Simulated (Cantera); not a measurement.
An isothermal, constant-pressure homogeneous reactor starts with H₂ : O₂ : N₂ = 1.7 : 1 : 4.1 (molar parts), at 925 K and 1.00 bar. Integrator tolerance rtol = 1e-08.

Detailed kinetics in Cantera: the H2/O2 subset of GRI-Mech 3.0, which has no nitrogen chemistry. Below about 950 K walls govern HO2 and H2O2 in real vessels. The temperature is held fixed by assumption; the heat of reaction is taken as removed at once.

Q: What does this change do: temperature 925 to 1125 K?

A: 
```json
[
 {"quantity": "x(H₂) at 5.00 s", "before": "0.0149 (gas-phase equilibrium 1.42e-11)", "after": "4.37e-9 (gas-phase equilibrium 4.37e-9)"},
 {"quantity": "x(O₂) at 5.00 s", "before": "0.0324 (gas-phase equilibrium 0.0252)", "after": "0.0252 (gas-phase equilibrium 0.0252)"},
 {"quantity": "x(H₂O₂) at 5.00 s", "before": "7.44e-5 (gas-phase equilibrium 4.53e-11)", "after": "5.30e-10 (gas-phase equilibrium 5.31e-10)"},
 {"quantity": "x(OH) at 5.00 s", "before": "4.38e-8 (gas-phase equilibrium 2.35e-8)", "after": "1.01e-6 (gas-phase equilibrium 1.01e-6)"},
 {"quantity": "x(O) at 5.00 s", "before": "1.99e-8 (gas-phase equilibrium 2.14e-12)", "after": "7.36e-10 (gas-phase equilibrium 7.38e-10)"},
 {"quantity": "x(H) at 5.00 s", "before": "6.14e-8 (gas-phase equilibrium <1e-12)", "after": "2.95e-12 (gas-phase equilibrium 2.96e-12)"}
]
```

Q: What does this change do: temperature 925 to 1000 K?

A: 
```json
[
 {"quantity": "x(H₂) at 5.00 s", "before": "0.0149 (gas-phase equilibrium 1.42e-11)", "after": "2.81e-5 (gas-phase equilibrium 1.58e-10)"},
 {"quantity": "x(O₂) at 5.00 s", "before": "0.0324 (gas-phase equilibrium 0.0252)", "after": "0.0252 (gas-phase equilibrium 0.0252)"},
 {"quantity": "x(H₂O₂) at 5.00 s", "before": "7.44e-5 (gas-phase equilibrium 4.53e-11)", "after": "1.39e-8 (gas-phase equilibrium 1.28e-10)"},
 {"quantity": "x(OH) at 5.00 s", "before": "4.38e-8 (gas-phase equilibrium 2.35e-8)", "after": "2.92e-8 (gas-phase equilibrium 1.15e-7)"},
 {"quantity": "x(O) at 5.00 s", "before": "1.99e-8 (gas-phase equilibrium 2.14e-12)", "after": "2.24e-10 (gas-phase equilibrium 2.51e-11)"},
 {"quantity": "x(H) at 5.00 s", "before": "6.14e-8 (gas-phase equilibrium <1e-12)", "after": "1.58e-10 (gas-phase equilibrium <1e-12)"}
]
```
